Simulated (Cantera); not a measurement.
Mixture: CO : H2 : O2 : N2 = 1 : 0.041 : 0.289 : 1.09 (molar parts), equivalence ratio 1.8, at 1.00 bar, adiabatic and at constant pressure. Ignition delay is the time to a rise of 400 K.

Detailed kinetics in Cantera: GRI-Mech 3.0 (53 species, 325 reactions). Where the delays flatten at high temperature, the 400 K rule measures the pace of heat release, not the induction time.

Task: What does this change do: pressure from 1.00 bar to 0.410 bar?

Result: 
```json
[
 {"quantity": "delay at 1225 K", "before": "0.141 ms", "after": "0.401 ms"},
 {"quantity": "delay at 1325 K", "before": "0.105 ms", "after": "0.338 ms"},
 {"quantity": "delay at 1425 K", "before": "88.1 µs", "after": "0.317 ms"},
 {"quantity": "delay at 1525 K", "before": "80.2 µs", "after": "0.319 ms"},
 {"quantity": "delay at 1625 K", "before": "77.8 µs", "after": "0.334 ms"}
]
```

Task: What does this change do: CO 1 to 2 parts?

Result: 
```tsv
quantity	before	after
delay at 1225 K	0.141 ms	0.182 ms
delay at 1325 K	0.105 ms	0.132 ms
delay at 1425 K	88.1 µs	0.108 ms
delay at 1525 K	80.2 µs	95.9 µs
delay at 1625 K	77.8 µs	90.5 µs
```
